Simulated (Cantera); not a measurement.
**Thermodynamics of carbon deposition, reforming and gasification, feed C₂H₅OH + O₂ + H₂**

A closed system holds: 1 mol C₂H₅OH, 0.8 mol O₂, a varied amount of H₂, at 2477 °C and 0.133 bar.

These are equilibrium values from Cantera (NASA tables, ideal gas, pure condensed phases), not measurements of a reactor. Candidate condensed phases: C, C₆H₆, C₇H₈, C₈H₁₈, H₂O; 110 gas species. Rates play no part.

From 3.8 mol H₂ to 58 mol H₂ nothing is condensed. The main C-bearing gas is CO throughout.

```json
[
 {"n(H₂) (mol)": "3.8", "log p H₂": "-1.11", "log p CO": "-1.56", "log p H": "-1.72", "log p H₂O": "-2.13", "log p OH": "-3.31", "log p CO₂": "-3.41"},
 {"n(H₂) (mol)": "4.7", "log p H₂": "-1.09", "log p CO": "-1.60", "log p H": "-1.71", "log p H₂O": "-2.17", "log p OH": "-3.36", "log p CO₂": "-3.51"},
 {"n(H₂) (mol)": "5.9", "log p H₂": "-1.07", "log p CO": "-1.65", "log p H": "-1.70", "log p H₂O": "-2.21", "log p OH": "-3.41", "log p CO₂": "-3.63"},
 {"n(H₂) (mol)": "7.5", "log p H₂": "-1.06", "log p CO": "-1.71", "log p H": "-1.69", "log p H₂O": "-2.27", "log p OH": "-3.48", "log p CO₂": "-3.76"},
 {"n(H₂) (mol)": "9.4", "log p H₂": "-1.04", "log p CO": "-1.77", "log p H": "-1.69", "log p H₂O": "-2.33", "log p OH": "-3.55", "log p CO₂": "-3.90"},
 {"n(H₂) (mol)": "12", "log p H₂": "-1.03", "log p CO": "-1.84", "log p H": "-1.68", "log p H₂O": "-2.40", "log p OH": "-3.62", "log p CO₂": "-4.05"},
 {"n(H₂) (mol)": "15", "log p H₂": "-1.02", "log p CO": "-1.91", "log p H": "-1.67", "log p H₂O": "-2.47", "log p OH": "-3.70", "log p CO₂": "-4.20"},
 {"n(H₂) (mol)": "19", "log p H₂": "-1.01", "log p CO": "-1.99", "log p H": "-1.67", "log p H₂O": "-2.55", "log p OH": "-3.78", "log p CO₂": "-4.37"},
 {"n(H₂) (mol)": "23", "log p H₂": "-1.00", "log p CO": "-2.06", "log p H": "-1.66", "log p H₂O": "-2.61", "log p OH": "-3.85", "log p CO₂": "-4.51"},
 {"n(H₂) (mol)": "29", "log p H₂": "-0.99", "log p CO": "-2.14", "log p H": "-1.66", "log p H₂O": "-2.70", "log p OH": "-3.94", "log p CO₂": "-4.69"},
 {"n(H₂) (mol)": "37", "log p H₂": "-0.98", "log p CO": "-2.24", "log p H": "-1.66", "log p H₂O": "-2.79", "log p OH": "-4.03", "log p CO₂": "-4.88"},
 {"n(H₂) (mol)": "46", "log p H₂": "-0.98", "log p CO": "-2.32", "log p H": "-1.65", "log p H₂O": "-2.87", "log p OH": "-4.12", "log p CO₂": "-5.05"},
 {"n(H₂) (mol)": "58", "log p H₂": "-0.97", "log p CO": "-2.41", "log p H": "-1.65", "log p H₂O": "-2.96", "log p OH": "-4.21", "log p CO₂": "-5.24"}
]
```
log p: log10 of the partial pressure in bar; nothing condenses.
